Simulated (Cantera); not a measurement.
Gas mixture: NO = 0.43 (molar parts), at 0.00520 bar, frozen composition.

Cantera's kinetic-theory transport with the Lennard-Jones parameters of GRI-Mech 3.0, ideal gas; thermal conductivity in the multicomponent form. The composition is frozen, though it would react at the higher temperatures.

D: mixture-averaged diffusion coefficient of that species in the mixture.

| T (K) | ρ (kg/m³) | cp (J/kg/K) | μ (µPa s) | λ (mW/m/K) | Pr | D (cm²/s) OH | D (cm²/s) NH₃ | D (cm²/s) H₂ |
|---|---|---|---|---|---|---|---|---|
| 400 | 0.00469 | 998.6 | ___ | 32.5 | 0.711 | 101 | 73.5 | 247 |
| 600 | 0.00313 | 1041 | ___ | 45.0 | 0.708 | 200 | 154 | 487 |
| 800 | 0.00235 | 1092 | ___ | 57.3 | 0.708 | 325 | 257 | 785 |
| 1000 | 0.00188 | 1133 | ___ | 68.8 | 0.707 | 471 | 378 | 1140 |
| 1200 | 0.00156 | 1159 | ___ | 79.3 | 0.707 | 638 | 516 | 1540 |
| 1400 | 0.00134 | 1181 | ___ | 89.3 | 0.707 | 824 | 671 | 1990 |
| 1600 | 0.00117 | 1199 | 58.3 | 98.9 | 0.706 | 1030 | 840 | 2480 |
| 1800 | 0.00104 | 1213 | 62.9 | 108 | 0.706 | 1250 | 1020 | 3010 |

Question: What belongs in the gaps?

Answer: 
- 400, μ (µPa s): 23.1
- 600, μ (µPa s): 30.6
- 800, μ (µPa s): 37.1
- 1000, μ (µPa s): 42.9
- 1200, μ (µPa s): 48.4
- 1400, μ (µPa s): 53.4
